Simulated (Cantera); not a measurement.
A freely propagating, adiabatic, planar premixed flame of H₂ : O₂ : N₂ = 1 : 0.735 : 2.76 (molar parts), equivalence ratio 0.68, unburnt at 575 K and 1.01 bar; mixture-averaged transport, grid criteria slope 0.08 and curve 0.16, no radiation.

Computed with Cantera and the H2/O2 subset of GRI-Mech 3.0, which has no nitrogen chemistry. Burning velocities carry a grid error of a few per cent, more on coarse grids. Lean hydrogen flames are cellular in practice and burn faster than this planar one.

x: mole fraction of selected species; z is measured from the peak of heat release.

| z (mm) | T (K) | u (m/s) | x H₂ | x O₂ | x H₂O | x HO₂ | x O | x H₂O₂ |
|---|---|---|---|---|---|---|---|---|
| -1.27 | 575 | 4.68 | 0.222 | 0.164 | <1e-8 | <1e-8 | <1e-8 | <1e-8 |
| -0.846 | 575 | 4.68 | 0.222 | 0.164 | <1e-8 | <1e-8 | <1e-8 | <1e-8 |
| -0.634 | 575 | 4.68 | 0.222 | 0.164 | 3.63e-8 | 1.98e-8 | <1e-8 | <1e-8 |
| -0.423 | 575 | 4.67 | 0.222 | 0.164 | 1.54e-6 | 1.08e-6 | 1.05e-8 | <1e-8 |
| -0.211 | 603 | 4.85 | 0.212 | 0.165 | 0.00157 | 0.000270 | 1.10e-5 | 8.77e-6 |
| -0.106 | … | 6.45 | 0.173 | 0.160 | 0.0238 | 0.000215 | 0.000379 | 2.12e-5 |
| 0 | … | 9.22 | 0.0939 | 0.126 | 0.0982 | 0.000105 | 0.00492 | 7.90e-6 |
| 0.106 | … | 11.3 | 0.0360 | 0.0828 | 0.171 | 5.78e-5 | 0.0115 | 4.05e-6 |
| 0.211 | … | 12.3 | 0.0212 | 0.0685 | 0.195 | 4.00e-5 | 0.0129 | 2.23e-6 |
| 0.423 | 1794 | 13.3 | 0.0163 | 0.0632 | 0.208 | 2.76e-5 | 0.0109 | 1.13e-6 |
| 0.846 | 1934 | 14.2 | 0.0123 | 0.0606 | 0.219 | 1.79e-5 | 0.00771 | 6.22e-7 |
| 1.69 | 2047 | 15.0 | 0.00777 | 0.0591 | 0.229 | 1.04e-5 | 0.00459 | 3.84e-7 |
| 3.38 | 2123 | 15.4 | 0.00409 | 0.0586 | 0.237 | 5.84e-6 | 0.00233 | 2.60e-7 |

Q: Fill in the missing entries.

A: 
- -0.106, T (K): 824
- 0, T (K): 1212
- 0.106, T (K): 1494
- 0.211, T (K): 1642
